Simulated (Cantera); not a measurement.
Input: 1 mol Al, 0.21 mol H₂O, 8.5 mol H₂, held at 0.0100 bar.

These are equilibrium values from Cantera (NASA tables, ideal gas, pure condensed phases), not measurements of a reactor. Candidate condensed phases: Al, Al₂O₃, H₂O; 19 gas species. Mutual solubility and eutectic melting of coexisting phases are not modelled. Rates play no part.

x: gas mole fraction; n: condensed amount in mol.

```
T (°C)   x H₂      x Al    x Al₂O       x H       x AlH    x AlOH  n Al(s)  n Al₂O₃(s)  n Al(l)
------  -----  --------  --------  --------  ----------  --------  -------  ----------  -------
575      1.00  5.02e-12    <1e-12  1.90e-10  (withheld)    <1e-12    0.860      0.0700        0
675      1.00  6.39e-10  1.64e-11   5.24e-9  (withheld)    <1e-12        0      0.0700    0.860
775      1.00   2.84e-8   1.77e-9   7.73e-8  (withheld)  1.20e-12        0      0.0700    0.860
875     1.000   6.46e-7   8.28e-8   7.16e-7  (withheld)  4.41e-11        0      0.0700    0.860
975     1.000   8.81e-6   2.05e-6   4.67e-6  (withheld)  8.95e-10        0      0.0700    0.860
1075    1.000   8.10e-5   3.09e-5   2.31e-5  (withheld)   1.15e-8        0      0.0699    0.859
1175    0.999  0.000544  0.000316   9.21e-5  (withheld)   1.02e-7        0      0.0691    0.851
1275    0.994   0.00284   0.00237  0.000307  (withheld)   6.82e-7        0      0.0631    0.805
```

Q: Complete the blanks.

A: 
- 575, x AlH: 5.36e-11
- 675, x AlH: 2.31e-9
- 775, x AlH: 4.26e-8
- 875, x AlH: 4.67e-7
- 975, x AlH: 3.46e-6
- 1075, x AlH: 1.89e-5
- 1175, x AlH: 8.09e-5
- 1275, x AlH: 0.000285
